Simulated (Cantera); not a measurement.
Charge: 1 mol MgO, 1 mol CO, 0.46 mol H2, at 1750 K and 12.0 mbar.

These are equilibrium values from Cantera (NASA tables, ideal gas, pure condensed phases), not measurements of a reactor. Candidate condensed phases: C, C6H6, C7H8, C8H18, H2O, Mg, MgCO3, MgO, Mg(OH)2; 116 gas species. Equilibrium is a limit: real reactors are often held back by kinetics, nucleation or transport.

Base state: CO 0.681, H2 0.311, Mg 0.00323, H2O 0.00202, CO2 0.00122, H 0.00118 (mole fractions); condensed: MgO(s).

What changes in the equilibrium state with this change: pressure from 12.0 mbar to 0.140 bar?


```json
[
 {"species": "CO", "before": "0.681", "after": "0.684"},
 {"species": "H2", "before": "0.311", "after": "0.314"},
 {"species": "Mg", "before": "0.00323", "after": "0.000948"},
 {"species": "CO2", "before": "0.00122", "after": "0.000357"},
 {"species": "H", "before": "0.00118", "after": "0.000348"},
 {"species": "MgO(s), mol", "before": "0.995", "after": "0.999"}
]
```
